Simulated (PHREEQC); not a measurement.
Make-up at 25 °C: 0.16 mol CuSO4, 0.26 mol HNO3 and 0.019 mol KCl per kg of water. Closed to the air; pH follows from the charge balance.

All values are PHREEQC results (ion-association model, phreeqc.dat), not measurements.

```yaml
pH: 0.91
ionic_strength: 0.595 mol/kgw
activity_of_water: 0.987
specific_conductance: 66700 µS/cm
density: 1.030 g/cm³
total_alkalinity: -260 meq/kg
```

```
species  molality  activity   log γ
-------  --------  --------  ------
NO3-        0.260     0.155  -0.223
H+          0.163     0.124  -0.120
Cu+2        0.127    0.0301  -0.624
HSO4-      0.0966    0.0714  -0.131
CuSO4      0.0318    0.0364   0.059
SO4-2      0.0309   0.00592  -0.718
K+         0.0183    0.0116  -0.200
Cl-        0.0176    0.0112  -0.195
CuCl+     0.00143  0.000909  -0.195
KSO4-    0.000705  0.000481  -0.166
CuCl2     4.78e-6   5.48e-6   0.059
CuOH+     3.76e-9   2.40e-9  -0.195
```

Precipitation was switched off in this run.
